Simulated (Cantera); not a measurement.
Charge: 1 mol acetone, 0.47 mol CO2, equilibrated at 2823 K and 101000 Pa.

Method: chemical equilibrium by Gibbs-energy minimisation in Cantera with the NASA 1993 tables (ideal gas, pure condensed phases). Candidate condensed phases: C, C6H6, C7H8, C8H18, H2O; 110 gas species. The feed counts by its element totals alone. Kinetics and transport are ignored.

Problem. What is the equilibrium state?

Solution. 
```
Quantity                 Result
--------------------  ---------
x(H2)                     0.535
x(CO)                     0.380
x(H)                     0.0645
x(C2H2 (acetylene))      0.0193
x(C2H)                 0.000304
x(C4H2)                0.000289
x(CH3)                  5.53e-5
x(C3)                   4.13e-5
x(C2H2 (vinylidene))    3.93e-5
n(C(graphite))         1.32 mol
gas amount            5.105 mol
```
